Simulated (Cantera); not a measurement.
Feed: 1 mol toluene, 4 mol H2O, 0.34 mol H2, equilibrated at 1.00 bar.

These are equilibrium values from Cantera (NASA tables, ideal gas, pure condensed phases), not measurements of a reactor. Candidate condensed phases: C, C6H6, C7H8, C8H18, H2O; 110 gas species. Rates play no part.

Over these rows the condensed part is C(graphite). Partial pressures as log10 of bar:

| T (K) | 1000/T (1/K) | log p C2H2 (acetylene) | log p H2 | log p CO |
|---|---|---|---|---|
| 1025 | 0.9756 | -8.85 | -0.20 | -0.58 |
| 1225 | 0.8163 | -6.97 | -0.18 | -0.49 |
| 1425 | 0.7018 | ? | -0.17 | -0.49 |
| 1625 | 0.6154 | -4.62 | -0.17 | -0.49 |
| 1825 | 0.5479 | -3.84 | -0.17 | -0.49 |
| 2025 | 0.4938 | -3.21 | -0.17 | -0.49 |

### Question
Fit log p(C2H2 (acetylene)) = a + b·(1000/T) to the five rows, give the apparent enthalpy, and predict the row at 1425 K.

### Answer
Means: 1000/T = 0.6898, log p = -5.498. Sxy = -1.893251, Sxx = 0.1617709, so b = -11.70 and a = -5.498 − (-11.70)×0.6898 = 2.57.
Apparent enthalpy: −19.145 × (-11.70) = 224 kJ/mol. With the condensed phases at unit activity, 2 C(graphite) + H2(g) = C2H2 (acetylene)(g) links this pressure to the main gases: over the six rows their terms move log p by +0.03 in all, so the slope is close to that reaction's ΔH°. The five rows lie within 0.01 of the line.
Prediction at 1425 K: 2.57 + (-11.70)×0.7018 = -5.64. The computed value is -5.62, 0.02 from the line.
